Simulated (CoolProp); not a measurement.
A closed Brayton cycle with carbon dioxide: compressor inlet 313.15 K and 8.1 MPa, high pressure 24.3 MPa, turbine inlet 680 K, compressor efficiency 0.89, turbine efficiency 0.9, recuperator effectiveness 0.95 (on enthalpy, no pinch check). Each further row changes one setting.

Values from CoolProp's reference Helmholtz-energy equation of state, Span 1996.

```csv
case,thermal efficiency (%),net work (kJ/kg),compressor to turbine work,compressor exit (K),turbine exit (K)
as stated,31.1,68.8,0.39,390.1,562.7
turbine inlet 630 K,27.9,58.1,0.43,390.1,517.1
compressor inlet 323.15 K,28.9,58.6,0.48,413.6,562.7
high pressure 20.7 MPa,30.9,62.2,0.37,378.7,579.5
recuperator effectiveness 0.5,22.1,68.8,0.39,390.1,562.7
```
